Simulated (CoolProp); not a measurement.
Vapour-liquid equilibrium of propylene (1) + n-hexane (2) at 150 kPa; x and y are mole fractions of (1).

Computed with CoolProp (multi-fluid Helmholtz-energy mixture model, Lemmon 2013 and Thol 2019; pair parameters Bell 2016).

```tsv
x	bubble temperature, mixture model (K)	bubble temperature, Raoult's law (K)	y, mixture model	y, Raoult's law
0.05	317.5	322.1	0.708	0.670
0.15	283.7	289.4	___	0.923
0.25	___	273.0	0.970	0.970
0.35	262.0	262.7	0.983	0.985
0.45	256.0	255.4	0.989	0.992
0.55	250.9	249.8	0.993	0.995
0.65	___	245.4	0.996	0.997
0.75	242.4	241.7	0.998	0.999
0.85	238.9	238.5	0.999	0.999
0.95	235.9	235.8	1.000	1.000
```

Task: Complete the blanks.

Result: 
- 0.15, y, mixture model: 0.935
- 0.25, bubble temperature, mixture model (K): 270.1
- 0.65, bubble temperature, mixture model (K): 246.4

The largest gap from Raoult's law is -5.7 K in bubble temperature, at x = 0.15. No azeotrope shows between x = 0.05 and 0.95.

Pair parameters are fitted to limited data, so mixtures are less certain than the pure fluids. The gap from Raoult's law changes sign with composition, which may be real or a fault of the pair parameters; it wasn't checked against measurements.
